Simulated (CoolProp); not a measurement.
The fluid at 368.25 K and 0.00452 MPa is throttled through a valve to 0.000267 MPa with no heat exchange. The same conditions are run with several fluids, on thermodynamics alone (safety and materials aside).

Values from CoolProp's reference Helmholtz-energy equation of state of each fluid (n-decane: Lemmon 2006; the fluoroketone C6F12O (FK-5-1-12): McLinden 2015; cyclopentane: Gedanitz 2015; R115: Lemmon 2016; chlorine: Thol 2021).

```json
[
 {"fluid": "n-decane", "temperature change (K)": "-0.2", "final density (kg/m³)": "0.0124"},
 {"fluid": "the fluoroketone C6F12O (FK-5-1-12)", "temperature change (K)": "-0.1", "final density (kg/m³)": "0.0276"},
 {"fluid": "cyclopentane", "temperature change (K)": "-0.1", "final density (kg/m³)": "0.00612"},
 {"fluid": "R115", "temperature change (K)": "-0.0", "final density (kg/m³)": "0.0135"},
 {"fluid": "chlorine", "temperature change (K)": "-0.1", "final density (kg/m³)": "0.00618"}
]
```
